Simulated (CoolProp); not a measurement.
Octamethyltrisiloxane (MDM) along the isobar 19.1 bar: density (kg/m³) from the reference equation and from simpler models built on Tc = 565.4 K, pc = 14.38 bar, ω = 0.528; each cubic takes its own stable root.

Computed with CoolProp (reference Helmholtz-energy equation of state, Thol 2017).

| T (K) | phase | reference | van der Waals | Redlich-Kwong | Soave-Redlich-Kwong | Peng-Robinson |
|---|---|---|---|---|---|---|
| 346.9 | liquid | 769.0 | 454.7 | 659.8 | 699.6 | 787.2 |
| 361 | liquid | 754.4 | 448.0 | 647.5 | 688.6 | 775.4 |
| 375 | liquid | 739.6 | 441.1 | ? | 677.0 | 762.8 |
| 389.1 | liquid | 724.4 | 434.0 | 621.5 | 664.5 | 749.2 |
| 403.2 | liquid | ? | 426.6 | ? | 651.2 | 734.7 |
| 417.2 | liquid | 692.9 | 418.9 | 593.0 | 637.0 | 719.0 |
| 431.3 | liquid | 676.3 | 410.8 | 577.7 | 621.7 | ? |
| 445.4 | liquid | 659.1 | 402.4 | 561.6 | 605.1 | 683.6 |
| 459.4 | liquid | 641.2 | 393.5 | 544.7 | 587.3 | 663.6 |
| 473.5 | liquid | 622.1 | ? | 526.5 | 567.7 | 641.5 |
| 487.6 | liquid | 601.9 | 374.0 | 507.2 | 546.2 | 617.1 |
| 501.6 | liquid | 580.2 | 363.2 | 486.5 | 522.6 | 590.0 |
| 515.7 | liquid | 556.2 | 351.5 | 463.8 | 496.0 | ? |
| 529.8 | liquid | 529.1 | 338.6 | 438.7 | 465.5 | 523.7 |

Q: Complete the blanks.

A: 
- 375, Redlich-Kwong: 634.8
- 403.2, reference: 708.8
- 403.2, Redlich-Kwong: 607.5
- 431.3, Peng-Robinson: 702.0
- 473.5, van der Waals: 384.0
- 515.7, Peng-Robinson: 559.2
